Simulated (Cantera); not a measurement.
Feed: 1 mol CH3SiH3, 0.14 mol CH4, 120 mol H2, equilibrated at 1000 Pa.

Method: chemical equilibrium by Gibbs-energy minimisation in Cantera with the NASA 1993 tables (ideal gas, pure condensed phases). Candidate condensed phases: C, C6H6, C7H8, C8H18, Si, SiC; 87 gas species. The feed counts by its element totals alone. Gases not in the tables: Si2H6 and higher silanes. The numbers say what is thermodynamically allowed, not how fast it happens.

x: gas mole fraction; n: condensed amount in mol.

| T (K) | x H2 | x H | x Si | x C2H2 (acetylene) | x SiC2 | x Si2C | x SiH | n C(graphite) | n SiC(s) |
|---|---|---|---|---|---|---|---|---|---|
| 1875 | 0.993 | 0.00653 | 3.03e-5 | 0.000315 | 6.72e-7 | 4.72e-7 | 2.80e-6 | 0.0656 | 0.995 |
| 1900 | 0.992 | 0.00790 | 4.68e-5 | 0.000379 | 1.18e-6 | 8.21e-7 | 4.05e-6 | 0.0519 | 0.993 |
| 1925 | 0.990 | 0.00951 | 7.15e-5 | 0.000453 | 2.06e-6 | 1.41e-6 | 5.79e-6 | 0.0367 | 0.989 |
| 1950 | 0.988 | 0.0114 | 0.000108 | 0.000540 | 3.52e-6 | 2.38e-6 | 8.21e-6 | 0.0200 | 0.984 |
| 1975 | 0.986 | 0.0136 | 0.000161 | 0.000640 | 5.94e-6 | 3.98e-6 | 1.15e-5 | 0.00205 | 0.976 |
| 2000 | 0.983 | ___ | ___ | 0.000694 | ___ | ___ | ___ | 0 | 0.963 |
| 2025 | 0.980 | 0.0191 | 0.000377 | 0.000762 | 1.51e-5 | 1.15e-5 | 2.39e-5 | 0 | 0.944 |
| 2050 | 0.976 | ___ | ___ | ___ | ___ | ___ | ___ | 0 | 0.917 |
| 2075 | 0.972 | 0.0263 | 0.000807 | 0.000985 | 3.82e-5 | 3.00e-5 | 4.56e-5 | 0 | 0.879 |
| 2100 | 0.967 | 0.0306 | 0.00114 | 0.00116 | 6.10e-5 | 4.67e-5 | 6.10e-5 | 0 | 0.828 |
| 2125 | 0.961 | 0.0356 | 0.00159 | 0.00138 | 9.74e-5 | 7.13e-5 | 8.01e-5 | 0 | 0.757 |
| 2150 | 0.955 | 0.0412 | 0.00217 | 0.00167 | 0.000155 | 0.000107 | 0.000104 | 0 | 0.663 |

**Question.** What belongs in the gaps?

**Answer.** 
- 2050, x H: 0.0224
- 2050, x Si: 0.000558
- 2050, x C2H2 (acetylene): 0.000856
- 2050, x SiC2: 2.40e-5
- 2050, x Si2C: 1.88e-5
- 2050, x SiH: 3.34e-5
- 2000, x H: 0.0161
- 2000, x Si: 0.000249
- 2000, x SiC2: 9.48e-6
- 2000, x Si2C: 6.82e-6
- 2000, x SiH: 1.67e-5
